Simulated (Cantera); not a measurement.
Feed: 1 mol Si, 4.6 mol NF3, 0.16 mol H2, at 950 K and 38.0 mbar.

Equilibrium computed with Cantera from the NASA thermochemical tables; the gas is ideal and each condensed phase is pure. Candidate condensed phases: Si, Si3N4; 37 gas species. Rates play no part.

Base state: F2 0.412, N2 0.248, F 0.192, SiF4 0.109, HF 0.0348, NF3 0.00463 (mole fractions); condensed: gas only.

Task: What changes in the equilibrium state with this change: temperature from 950 K to 1023 K?

Result: 
```json
[
 {"species": "F", "before": "0.192", "after": "0.343"},
 {"species": "F2", "before": "0.412", "after": "0.297"},
 {"species": "N2", "before": "0.248", "after": "0.228"},
 {"species": "HF", "before": "0.0348", "after": "0.0317"},
 {"species": "SiF4", "before": "0.109", "after": "0.0992"},
 {"species": "NF3", "before": "0.00463", "after": "0.000846"}
]
```
